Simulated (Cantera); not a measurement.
Feed: 1 mol SrCl2, 0.15 mol HCl, 1.4 mol H2, held at 852 °C and 7.80 Pa.

Equilibrium computed with Cantera from the NASA thermochemical tables; the gas is ideal and each condensed phase is pure. Candidate condensed phases: Sr, SrCl2; 8 gas species. The numbers say what is thermodynamically allowed, not how fast it happens.

Base state: H2 0.901, HCl 0.0966, SrCl2 0.00201 (mole fractions); condensed: SrCl2(s).

Question: What changes in the equilibrium state with this change: temperature from 852 °C to 1052 °C?

Answer: 
```json
[
 {"species": "H2", "before": "0.901", "after": "0.665"},
 {"species": "SrCl2", "before": "0.00201", "after": "0.263"},
 {"species": "HCl", "before": "0.0966", "after": "0.0713"},
 {"species": "SrCl", "before": "1.82e-9", "after": "1.64e-5"},
 {"species": "H", "before": "4.78e-6", "after": "0.000151"},
 {"species": "Cl", "before": "4.54e-7", "after": "1.36e-5"},
 {"species": "SrCl2(s), mol", "before": "0.997", "after": "0"},
 {"species": "SrCl2(l), mol", "before": "0", "after": "0.447"}
]
```
